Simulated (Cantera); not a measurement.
A perfectly stirred reactor is fed with NH₃ : N₂ = 1 : 3.3 (molar parts), at 0.0267 bar; it is held at 1898 K, and followed from long to short residence time.

Detailed kinetics in Cantera: the gas-phase N/H chemistry of the illustrative SiF4/NH3 mechanism in the Surface Chemkin manual (1991). Walls and surfaces, which speed up NH3 decomposition in real reactors, are not modelled.

Task: Predict: x(NH₃) at τ = 0.960 s; x(H) at τ = 0.960 s; x(NH) at τ = 0.960 s; x(N₂) at τ = 0.960 s; x(NH₂) at τ = 0.960 s; x(NH₃) at τ = 64.0 ms; x(H) at τ = 64.0 ms; x(NH) at τ = 64.0 ms; x(N₂) at τ = 64.0 ms; x(NH₂) at τ = 64.0 ms.

Result: 
| Item | Result |
|---|---|
| x(NH₃) at τ = 0.960 s | 0.150 |
| x(H) at τ = 0.960 s | 7.90e-5 |
| x(NH) at τ = 0.960 s | 8.06e-6 |
| x(N₂) at τ = 0.960 s | 0.749 |
| x(NH₂) at τ = 0.960 s | 0.000326 |
| x(NH₃) at τ = 64.0 ms | 0.224 |
| x(H) at τ = 64.0 ms | 8.75e-6 |
| x(NH) at τ = 64.0 ms | 5.45e-6 |
| x(N₂) at τ = 64.0 ms | 0.766 |
| x(NH₂) at τ = 64.0 ms | 0.000513 |
